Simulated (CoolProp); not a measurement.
Model: reference Helmholtz-energy equation of state, Lemmon 2005, in CoolProp. It is a short technical equation, of lower accuracy than the large ones.

### Question
For 1-butene, give the phase and the density (kg/m³), cp (kJ/(kg K)), speed of sound (m/s), Joule-Thomson coefficient (K/MPa) at 375.9 K and 19400 kPa; 497.9 K and 19400 kPa.

### Answer
- 375.9 K and 19400 kPa: liquid; density 536, cp 2.51, speed of sound 765, Joule-Thomson coefficient -0.166
- 497.9 K and 19400 kPa: supercritical; density 385, cp 3.04, speed of sound 433, Joule-Thomson coefficient 0.589
